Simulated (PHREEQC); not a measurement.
# Reverse-osmosis permeate (model solution)

Synthetic water in mg/L, 70 °C, pH 5.67, pe 10.1: Na 0.835; K 0.387; Ca 1.65; Mg 0.238; Cl 1.19; S(6) as SO4 1.75; Alkalinity as HCO3 4.87; O(0) (dissolved oxygen) 0.0193; N(5) as NO3 0.00106; Cd 0.0117.

Valence states are taken as typed.

Computed with PHREEQC (ion-association model, phreeqc.dat).

| Item | Result |
|---|---|
| ionic strength | 0.000219 mol/kgw |
| charge-balance error | -0.5 % |

```json
[
 {"species": "CO2", "molality": "0.000349", "activity": "0.000349", "log γ": "0.000"},
 {"species": "HCO3-", "molality": "8.18e-5", "activity": "8.03e-5", "log γ": "-0.008"},
 {"species": "Ca+2", "molality": "4.10e-5", "activity": "3.80e-5", "log γ": "-0.032"},
 {"species": "Na+", "molality": "3.63e-5", "activity": "3.56e-5", "log γ": "-0.008"},
 {"species": "Cl-", "molality": "3.36e-5", "activity": "3.29e-5", "log γ": "-0.008"},
 {"species": "SO4-2", "molality": "1.79e-5", "activity": "1.67e-5", "log γ": "-0.032"},
 {"species": "K+", "molality": "9.89e-6", "activity": "9.71e-6", "log γ": "-0.008"},
 {"species": "Mg+2", "molality": "9.68e-6", "activity": "8.99e-6", "log γ": "-0.032"},
 {"species": "H+", "molality": "2.18e-6", "activity": "2.14e-6", "log γ": "-0.008"},
 {"species": "O2", "molality": "6.03e-7", "activity": "6.03e-7", "log γ": "0.000"},
 {"species": "CaSO4", "molality": "1.51e-7", "activity": "1.51e-7", "log γ": "0.000"}
]
```

Precipitation was switched off in this run. Away from 25 °C the constants follow the database's enthalpies or fits; those with neither stay at their 25 °C values.
